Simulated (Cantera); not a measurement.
A perfectly stirred reactor is fed with 16.7 % H2, 9.92 % O2, 73.4 % N2, equivalence ratio 0.84, at 5.00 bar; it is adiabatic with a 500 K inlet, and is followed from long to short residence time, starting on the burning branch (τ in s: 0.023, 0.013, 0.0073, 0.0042, 0.0024, 0.0013, 0.00076, 0.00043, 0.00025, 0.00014, 7.9e-05).

Detailed kinetics in Cantera: the H2/O2 subset of GRI-Mech 3.0, which has no nitrogen chemistry. The hydrogen kinetics of GRI-Mech 3.0 are dated; newer H2 mechanisms differ, most at raised pressure.

**Question.** Predict: blow-out, bracketed by the residence times tried; x(H2) at τ = 23.0 ms; x(O2) at τ = 23.0 ms; x(H2O) at τ = 23.0 ms; x(H2O2) at τ = 23.0 ms; x(O) at τ = 23.0 ms; x(H2) at τ = 1.30 ms; x(O2) at τ = 1.30 ms; x(H2O) at τ = 1.30 ms; x(H2O2) at τ = 1.30 ms; x(O) at τ = 1.30 ms.

**Answer.** 
| Quantity | Result |
|---|---|
| blow-out, bracketed by the residence times tried | burning at 79.0 µs, the shortest tried |
| x(H2) at τ = 23.0 ms | 0.000339 |
| x(O2) at τ = 23.0 ms | 0.0172 |
| x(H2O) at τ = 23.0 ms | 0.181 |
| x(H2O2) at τ = 23.0 ms | 2.20e-7 |
| x(O) at τ = 23.0 ms | 4.47e-5 |
| x(H2) at τ = 1.30 ms | 0.00204 |
| x(O2) at τ = 1.30 ms | 0.0178 |
| x(H2O) at τ = 1.30 ms | 0.179 |
| x(H2O2) at τ = 1.30 ms | 7.24e-7 |
| x(O) at τ = 1.30 ms | 0.000270 |
